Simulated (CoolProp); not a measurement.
200 sccm (0 °C, 1 atm) of nitrogen bubbles through liquid dimethyl carbonate at 282.1 K and leaves saturated at a total pressure of 0.0387 MPa (ideal gas phase). Each further row changes one setting.

Computed with CoolProp (reference Helmholtz-energy equation of state, Zhou 2011).

```tsv
case	vapour pressure (kPa)	mole fraction of vapour	delivery (mg/min)	delivery (sccm)	change of delivery for a bath 1 K warmer (%)
as stated	3.01	0.0778	67.8	16.9	6.6
bath temperature 287.1 K	4.01	0.104	…	…	…
total pressure 0.0774 MPa	3.01	0.0389	…	8.10	6.3
```

Task: Fill in the missing entries.

Result: 
- bath temperature 287.1 K, delivery (mg/min): 93.0
- bath temperature 287.1 K, delivery (sccm): 23.1
- bath temperature 287.1 K, change of delivery for a bath 1 K warmer (%): 6.5
- total pressure 0.0774 MPa, delivery (mg/min): 32.5
